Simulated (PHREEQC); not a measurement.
A solution holds 0.0013 mol/kgw H2SO4, 0.0082 mol/kgw ZnSO4 and 5.4e-05 mol/kgw Fe2(SO4)3, at 25 °C. Closed to the air; pH follows from the charge balance.

Equilibrium calculation in PHREEQC: ion-association model, wateq4f.dat.

```csv
quantity,before,after
pH,2.76,2.67
SO4-2 (mol/kgw),0.00615,0.00177
Zn+2 (mol/kgw),0.00557,0.000673
HSO4- (mol/kgw),0.000661,0.000290
SI of Goslarite (ZnSO4:7H2O),-3.01,-4.25
SI of Goethite (FeOOH),+3.57,+3.68
```

**Question.** Which change was made?
(A) 0.00015 mol/kgw Na2SiO3 added
(B) diluted 5-fold with water
(C) temperature from 25 to 45 °C
(D) ZnSO4 from 0.0082 to 0.00082 mol/kgw
(E) diluted 10-fold with water

**Answer.** D, ZnSO4 from 0.0082 to 0.00082 mol/kgw

Precipitation was switched off in this run. Some of these states are supersaturated (in Hematite (slow to form), Goethite (slow to form), for instance).
